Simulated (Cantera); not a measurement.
A freely propagating, adiabatic, planar premixed flame of H2 : O2 : N2 = 1 : 0.562 : 3.1 (molar parts), unburnt at 300 K and 82.5 Torr; mixture-averaged transport, grid criteria slope 0.08 and curve 0.16, no radiation.

Cantera simulation using the H2/O2 subset of GRI-Mech 3.0, which has no nitrogen chemistry; the numbers are that mechanism's predictions, not measurements. Burning velocities carry a grid error of a few per cent, more on coarse grids.

Q: Predict: laminar burning velocity; thermal thickness; peak x(HO2); peak x(H2O2); peak x(OH); peak x(H).

A: 
```json
{
 "laminar_burning_velocity": "110 cm/s",
 "thermal_thickness": "6.84 mm",
 "peak x(HO2)": "9.28e-5",
 "peak x(H2O2)": "3.62e-5",
 "peak x(OH)": "0.00687",
 "peak x(H)": "0.0380"
}
```
